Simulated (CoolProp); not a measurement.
The fluid at 327.91 K and 4.3 MPa flows at 0.22 m/s in a round tube of 6 mm bore and 45 µm roughness, fully developed (64/Re and Nu = 3.66 if laminar; Colebrook and Gnielinski if turbulent). The same conditions are run with several fluids, on thermodynamics alone (safety and materials aside).

Model: reference Helmholtz-energy equation of state of each fluid (ammonia: Gao 2020; R227EA: Lemmon 2016; R11: Jacobsen 1992; C3F8 (R218): Lemmon 2006; n-butane: Bücker 2006), in CoolProp.

### Question
Rank ammonia, R227EA, R11, C3F8 (R218), n-butane by Reynolds number, highest first.

### Answer
C3F8 (R218) (12800), R227EA (9530), ammonia (7300), n-butane (5620), R11 (5430)

```json
[
 {"fluid": "ammonia", "Darcy friction factor": "0.0423", "pressure drop (Pa/m)": "95.1", "heat-transfer coefficient (W/(m² K))": "2470", "mass flow (kg/h)": "12.5"},
 {"fluid": "R227EA", "Darcy friction factor": "0.0407", "pressure drop (Pa/m)": "212", "heat-transfer coefficient (W/(m² K))": "670", "mass flow (kg/h)": "28.9"},
 {"fluid": "R11", "Darcy friction factor": "0.0443", "pressure drop (Pa/m)": "253", "heat-transfer coefficient (W/(m² K))": "534", "mass flow (kg/h)": "31.7"},
 {"fluid": "C3F8 (R218)", "Darcy friction factor": "0.0394", "pressure drop (Pa/m)": "191", "heat-transfer coefficient (W/(m² K))": "663", "mass flow (kg/h)": "26.9"},
 {"fluid": "n-butane", "Darcy friction factor": "0.0441", "pressure drop (Pa/m)": "96.9", "heat-transfer coefficient (W/(m² K))": "637", "mass flow (kg/h)": "12.2"}
]
```

Transport values come from each fluid's own correlations; those of R227EA, R11, C3F8 (R218) are estimates that may be off by 10 % or more.
